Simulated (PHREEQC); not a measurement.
Consider water at 20 °C with 0.0022 mol/kgw Fe2(SO4)3, 7.7e-05 mol/kgw Al(NO3)3, 0.024 mol/kgw LiOH and 0.029 mol/kgw H2SO4. It is in equilibrium with CO2 at log p = -1 (atm). Otherwise closed; pH follows from the charge balance.

The numbers come from PHREEQC with the ion-association model, phreeqc.dat.

No solid was allowed to form.

### Question
Order these Fe species by the share of Fe that they hold, largest first: Fe+3, Fe(SO4)2-, FeOH+2, FeSO4+, FeHSO4+2.

### Answer
FeSO4+ (77 %), Fe(SO4)2- (12 %), FeHSO4+2 (6.8 %), Fe+3 (4.1 %), FeOH+2 (0.57 %)

### Question
Order these S species by the share of S that they hold, largest first: LiSO4-, Fe(SO4)2-, FeSO4+, HSO4-, SO4-2.

### Answer
SO4-2 (47 %), HSO4- (37 %), FeSO4+ (9.5 %), Fe(SO4)2- (2.9 %), LiSO4- (2.1 %)

The pH is 1.76 and the ionic strength 0.0659 mol/kgw. The solution is supersaturated, for example in Hematite (slow to form), Goethite (slow to form), so a real one may precipitate; this is no full list.
